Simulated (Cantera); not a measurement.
A perfectly stirred reactor is fed with 29.0 % CO, 4.06 % H2, 2.55 % CH4, 12.7 % O2, 47.9 % N2, 3.77 % H2O, equivalence ratio 1.7, at 5.90 bar; it is adiabatic with a 525 K inlet, and is followed from long to short residence time, starting on the burning branch (τ in s: 0.19, 0.075, 0.03, 0.012, 0.0049, 0.002, 0.00079, 0.00032, 0.00013, 5.1e-05).

Detailed kinetics in Cantera: GRI-Mech 3.0 (53 species, 325 reactions).

x: mole fraction; the columns are a selection and need not sum to one.

```json
[
 {"τ (s)": "0.19", "T (K)": "2257", "x CO": "0.171", "x H2": "0.0217", "x CH4": "1.59e-6", "x NO": "0.000102", "x OH": "(withheld)", "x CO2": "0.170"},
 {"τ (s)": "0.075", "T (K)": "2256", "x CO": "0.171", "x H2": "0.0217", "x CH4": "3.05e-6", "x NO": "0.000111", "x OH": "(withheld)", "x CO2": "0.170"},
 {"τ (s)": "0.030", "T (K)": "2253", "x CO": "0.171", "x H2": "0.0217", "x CH4": "4.96e-6", "x NO": "0.000126", "x OH": "(withheld)", "x CO2": "0.170"},
 {"τ (s)": "0.012", "T (K)": "2248", "x CO": "0.171", "x H2": "0.0217", "x CH4": "7.18e-6", "x NO": "0.000146", "x OH": "(withheld)", "x CO2": "0.170"},
 {"τ (s)": "0.0049", "T (K)": "2241", "x CO": "0.171", "x H2": "0.0217", "x CH4": "9.84e-6", "x NO": "0.000165", "x OH": "(withheld)", "x CO2": "0.170"},
 {"τ (s)": "0.0020", "T (K)": "2228", "x CO": "0.172", "x H2": "0.0217", "x CH4": "1.37e-5", "x NO": "0.000175", "x OH": "(withheld)", "x CO2": "0.169"},
 {"τ (s)": "0.00079", "T (K)": "2208", "x CO": "0.172", "x H2": "0.0217", "x CH4": "2.05e-5", "x NO": "0.000170", "x OH": "(withheld)", "x CO2": "0.168"},
 {"τ (s)": "0.00032", "T (K)": "2175", "x CO": "0.174", "x H2": "0.0219", "x CH4": "3.24e-5", "x NO": "0.000148", "x OH": "(withheld)", "x CO2": "0.166"},
 {"τ (s)": "0.00013", "T (K)": "2126", "x CO": "0.176", "x H2": "0.0221", "x CH4": "5.56e-5", "x NO": "0.000116", "x OH": "(withheld)", "x CO2": "0.162"},
 {"τ (s)": "5.1e-5", "T (K)": "2049", "x CO": "0.180", "x H2": "0.0224", "x CH4": "0.000109", "x NO": "8.09e-5", "x OH": "(withheld)", "x CO2": "0.156"}
]
```

Q: What belongs in the gaps?

A: 
- 0.19, x OH: 0.000452
- 0.075, x OH: 0.000527
- 0.030, x OH: 0.000668
- 0.012, x OH: 0.000912
- 0.0049, x OH: 0.00129
- 0.0020, x OH: 0.00184
- 0.00079, x OH: 0.00262
- 0.00032, x OH: 0.00359
- 0.00013, x OH: 0.00466
- 5.1e-5, x OH: 0.00564
